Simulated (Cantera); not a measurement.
An adiabatic, constant-volume homogeneous reactor starts with CH₄ : O₂ : N₂ = 1 : 3.85 : 14.5 (molar parts), at 1375 K and 500000 Pa.

Computed with Cantera and GRI-Mech 3.0 (53 species, 325 reactions).

Problem. Predict: time of steepest temperature rise; temperature at 3.00 s; equilibrium temperature; x(O₂) at 3.00 s; x(HO₂) at 3.00 s.

Solution. 
```
Item                                                                 Value
---------------------------------  ---------------------------------------
time of steepest temperature rise                                 0.883 ms
temperature at 3.00 s                                               2587 K
equilibrium temperature                                             2587 K
x(O₂) at 3.00 s                      0.0857 (gas-phase equilibrium 0.0857)
x(HO₂) at 3.00 s                   1.57e-5 (gas-phase equilibrium 1.57e-5)
```
